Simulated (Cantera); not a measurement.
Charge: 1 mol SiCl4, 0.42 mol H2, 1.6 mol Cl2, held at 227 °C and 1.00 bar.

These are equilibrium values from Cantera (NASA tables, ideal gas, pure condensed phases), not measurements of a reactor. Candidate condensed phases: Si; 19 gas species. Kinetics and transport are ignored.

Base state: Cl2 0.391, SiCl4 0.331, HCl 0.278 (mole fractions); condensed: gas only.

Problem. What changes in the equilibrium state with this change: SiCl4 replaced by Si?

Solution. 
```tsv
species	before	after
SiCl4	0.331	0.571
H2	<1e-9	0.283
SiHCl3	<1e-9	0.144
Cl2	0.391	<1e-9
HCl	0.278	1.78e-6
SiH2Cl2	<1e-9	0.00125
Si(s), mol	0	0.157
```
